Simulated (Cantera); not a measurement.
An isothermal, constant-pressure homogeneous reactor starts with 2.33 % CO, 0.389 % O₂, 0.0457 % H₂O, 97.2 % N₂, equivalence ratio 3.0, at 1400 K and 0.590 bar.

Model: GRI-Mech 3.0 (53 species, 325 reactions), integrated in Cantera.

x: mole fraction; the columns are a selection and need not sum to one.

```
t (s)       x CO      x O₂     x H₂O      x H₂     x HO₂      x NO     x NO₂
--------  ------  --------  --------  --------  --------  --------  --------
1.00e-5   0.0233   0.00389  0.000457    <1e-12    <1e-12    <1e-12    <1e-12
4.57e-5   0.0233   0.00389  0.000457    <1e-12  1.38e-12    <1e-12    <1e-12
0.000209  0.0233   0.00389  0.000457  1.74e-12  7.48e-12    <1e-12    <1e-12
0.000956  0.0233   0.00389  0.000457  1.98e-10  2.01e-10    <1e-12    <1e-12
0.00437   0.0233   0.00389  0.000457   6.90e-8   3.04e-8  4.83e-12    <1e-12
0.0200    0.0169  0.000443   2.47e-5   1.88e-5   6.13e-8   5.20e-6  9.22e-10
0.0915    0.0154       ___       ___       ___  4.29e-10       ___  3.37e-11
0.418     0.0154   4.31e-8  0.000235  0.000210  6.09e-12   7.52e-6  3.53e-12
1.91      0.0154   1.01e-9  0.000242  0.000215    <1e-12   5.92e-6    <1e-12
8.75      0.0154  5.13e-11  0.000243  0.000215    <1e-12   4.24e-6    <1e-12
40.0      0.0154  9.79e-12  0.000243  0.000215    <1e-12       ___    <1e-12
```

Problem. Fill in the missing entries.

Solution. 
- 0.0915, x O₂: 2.61e-6
- 0.0915, x H₂O: 0.000186
- 0.0915, x H₂: 0.000172
- 0.0915, x NO: 8.36e-6
- 40.0, x NO: 2.55e-6
